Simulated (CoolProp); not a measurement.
Saturation properties of toluene (Tc = 591.7 K, pc = 41.26 bar, ω = 0.266).

Values from CoolProp's reference Helmholtz-energy equation of state, Lemmon 2006. It is a short technical equation, of lower accuracy than the large ones.

```tsv
T (K)	p (bar)	vapour density (kg/m³)	liquid cp (kJ/(kg K))
296.7	0.03524	0.1321	1.697
311.5	0.07312	0.2617	1.745
326.3	0.1403	0.4813	1.795
341.1	___	0.8309	1.846
355.9	0.4270	___	1.900
370.8	0.6910	2.131	1.954
385.6	1.068	3.203	___
400.4	1.589	4.658	2.067
415.2	2.290	___	___
430	3.208	9.088	2.186
444.9	4.390	12.32	___
459.7	5.864	16.39	2.316
474.5	7.683	21.52	___
489.3	9.894	27.96	2.465
504.1	12.55	36.09	2.555
```

Problem. Some entries are withheld; supply them.

Solution. 
- 341.1, p (bar): 0.2519
- 355.9, vapour density (kg/m³): 1.360
- 385.6, liquid cp (kJ/(kg K)): 2.010
- 415.2, vapour density (kg/m³): 6.584
- 415.2, liquid cp (kJ/(kg K)): 2.126
- 444.9, liquid cp (kJ/(kg K)): 2.249
- 474.5, liquid cp (kJ/(kg K)): 2.387

It boils at 383.7 K under 1 atm.
